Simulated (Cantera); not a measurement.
A freely propagating, adiabatic, planar premixed flame of H2 : O2 : N2 = 1 : 0.455 : 1.71 (molar parts), unburnt at 325 K and 5.00 bar; multicomponent transport, grid criteria slope 0.08 and curve 0.16, no radiation.

Model: the H2/O2 subset of GRI-Mech 3.0, which has no nitrogen chemistry, integrated in Cantera. The hydrogen kinetics of GRI-Mech 3.0 are dated; newer H2 mechanisms differ, most at raised pressure. Burning velocities carry a grid error of a few per cent, more on coarse grids.

x: mole fraction of selected species; z is measured from the peak of heat release.

| z (mm) | T (K) | u (m/s) | x H2 | x O2 | x HO2 | x H2O2 | x H2O | x H |
|---|---|---|---|---|---|---|---|---|
| -0.143 | 325 | 2.57 | 0.316 | 0.144 | <1e-8 | <1e-8 | <1e-8 | <1e-8 |
| -0.0957 | 325 | 2.57 | 0.316 | 0.144 | <1e-8 | <1e-8 | … | <1e-8 |
| -0.0717 | 325 | 2.57 | 0.316 | 0.144 | 2.57e-8 | <1e-8 | 7.09e-7 | <1e-8 |
| -0.0478 | 326 | 2.58 | 0.314 | 0.144 | 8.79e-7 | 1.89e-7 | 2.03e-5 | <1e-8 |
| -0.0239 | 384 | 2.95 | 0.291 | 0.148 | 0.000183 | 3.43e-5 | 0.00282 | 3.78e-7 |
| -0.0120 | 720 | 5.29 | 0.240 | 0.140 | 0.00115 | 0.000178 | 0.0345 | 0.000967 |
| 0 | 1226 | 8.74 | 0.168 | 0.108 | 0.000484 | 7.19e-5 | 0.112 | 0.0100 |
| 0.0120 | 1580 | 11.1 | 0.104 | 0.0638 | 0.000225 | 7.50e-6 | 0.194 | 0.0219 |
| 0.0239 | 1783 | 12.5 | 0.0689 | 0.0348 | 0.000107 | 3.68e-6 | 0.245 | 0.0268 |
| 0.0478 | 1979 | 13.8 | … | … | … | … | 0.278 | … |
| 0.0957 | 2143 | 14.8 | 0.0442 | 0.0103 | 2.06e-5 | 1.21e-6 | 0.294 | 0.0154 |
| 0.191 | 2272 | 15.6 | 0.0393 | 0.00654 | 1.02e-5 | 7.87e-7 | 0.308 | 0.00911 |
| 0.383 | 2360 | 16.1 | 0.0345 | 0.00381 | 4.63e-6 | 5.10e-7 | 0.318 | 0.00528 |

What belongs in the gaps?


- -0.0957, x H2O: 6.98e-8
- 0.0478, x H2: 0.0499
- 0.0478, x O2: 0.0165
- 0.0478, x HO2: 4.18e-5
- 0.0478, x H2O2: 2.06e-6
- 0.0478, x H: 0.0234
